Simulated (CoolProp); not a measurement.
Vapour-liquid equilibrium of R113 (1) + acetone (2) at 349.6 K; x and y are mole fractions of (1).

The numbers come from the multi-fluid Helmholtz-energy mixture model, Marx 1992 and Lemmon 2006; pair parameters Bell 2016 in CoolProp.

```json
[
 {"x": "0.05", "bubble pressure (MPa)": "0.2090", "y at the bubble point": "0.111", "dew pressure at overall composition x (MPa)": "___", "liquid density (mol/L)": "___"},
 {"x": "0.15", "bubble pressure (MPa)": "0.2321", "y at the bubble point": "0.267", "dew pressure at overall composition x (MPa)": "0.2146", "liquid density (mol/L)": "11.39"},
 {"x": "0.25", "bubble pressure (MPa)": "0.2482", "y at the bubble point": "0.374", "dew pressure at overall composition x (MPa)": "___", "liquid density (mol/L)": "10.76"},
 {"x": "0.35", "bubble pressure (MPa)": "___", "y at the bubble point": "0.455", "dew pressure at overall composition x (MPa)": "0.2446", "liquid density (mol/L)": "___"},
 {"x": "0.45", "bubble pressure (MPa)": "0.2661", "y at the bubble point": "0.523", "dew pressure at overall composition x (MPa)": "0.2584", "liquid density (mol/L)": "9.684"},
 {"x": "0.55", "bubble pressure (MPa)": "___", "y at the bubble point": "0.584", "dew pressure at overall composition x (MPa)": "0.2682", "liquid density (mol/L)": "9.222"},
 {"x": "0.65", "bubble pressure (MPa)": "0.2712", "y at the bubble point": "0.646", "dew pressure at overall composition x (MPa)": "0.2712", "liquid density (mol/L)": "___"},
 {"x": "0.75", "bubble pressure (MPa)": "0.2692", "y at the bubble point": "0.715", "dew pressure at overall composition x (MPa)": "0.2671", "liquid density (mol/L)": "8.432"},
 {"x": "0.85", "bubble pressure (MPa)": "___", "y at the bubble point": "0.800", "dew pressure at overall composition x (MPa)": "0.2582", "liquid density (mol/L)": "8.096"},
 {"x": "0.95", "bubble pressure (MPa)": "0.2505", "y at the bubble point": "0.919", "dew pressure at overall composition x (MPa)": "0.2469", "liquid density (mol/L)": "7.793"}
]
```

**Question.** Some entries are withheld; supply them.

**Answer.** 
- 0.05, dew pressure at overall composition x (MPa): 0.2006
- 0.05, liquid density (mol/L): 12.09
- 0.25, dew pressure at overall composition x (MPa): 0.2295
- 0.35, bubble pressure (MPa): 0.2591
- 0.35, liquid density (mol/L): 10.20
- 0.55, bubble pressure (MPa): 0.2701
- 0.65, liquid density (mol/L): 8.806
- 0.85, bubble pressure (MPa): 0.2630

y crosses x between x = 0.55 and 0.65: the model has an azeotrope there.

Pair parameters are fitted to limited data, so mixtures are less certain than the pure fluids.
